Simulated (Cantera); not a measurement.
Charge: 1 mol BN, 6.9 mol HF, held at 452 °C and 10000 Pa.

These are equilibrium values from Cantera (NASA tables, ideal gas, pure condensed phases), not measurements of a reactor. Candidate condensed phases: B, BN; 31 gas species. Rates play no part.

Base state: HF 0.565, H2 0.217, BF3 0.145, N2 0.0725, NH3 1.87e-5 (mole fractions); condensed: gas only.

What changes in the equilibrium state with this change: temperature from 452 °C to 1875 °C?


```tsv
species	before	after
HF	0.565	0.573
H2	0.217	0.206
BF3	0.145	0.132
BF2	<1e-9	0.0109
N2	0.0725	0.0718
H	<1e-9	0.00598
BHF2	1.03e-9	0.000676
```
The tables' values for BF2 are old estimates; treat these amounts as uncertain.
